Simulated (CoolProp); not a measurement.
m-xylene along the isotherm 620 K: fugacity coefficient from the reference equation and from simpler models built on Tc = 616.9 K, pc = 3.535 MPa, ω = 0.326; each cubic takes its own stable root.

Values from CoolProp's reference Helmholtz-energy equation of state, Zhou 2012.

```tsv
p (MPa)	phase	reference	Redlich-Kwong	Soave-Redlich-Kwong	Peng-Robinson
0.0559	gas	0.9943	0.9947	0.9947	0.9941
0.0994	gas	0.9899	0.9906	0.9906	0.9895
0.177	gas	0.9821	0.9832	0.9833	0.9814
0.314	gas	0.9683	0.9703	0.9704	0.9671
0.559	gas	0.9439	0.9474	0.9476	0.9419
0.994	gas	0.9010	0.9071	0.9074	0.8978
1.77	gas	0.8260	0.8363	0.8368	0.8214
3.14	gas	0.6944	0.7111	0.7121	0.6899
5.59	supercritical	0.4600	0.4845	0.4866	0.4644
9.94	supercritical	0.3091	0.3369	0.3386	0.3163
17.7	supercritical	0.2313	0.2626	0.2641	0.2386
```
